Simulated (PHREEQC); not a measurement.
Solution (25 °C and 10 atm): 0.011 mol KHCO3, 0.00049 mol KOH and 3.5e-05 mol LiCl per kg of water. Closed to the air; pH follows from the charge balance.

Computed with PHREEQC (ion-association model, phreeqc.dat).

No solid was allowed to form.

Task: Predict the pH.

Result: pH 8.87.

Task: In which forms is C present?

Result: HCO3- 95 %, CO3-2 4.6 % of the C.

Complexes and solids missing from the database can't appear.
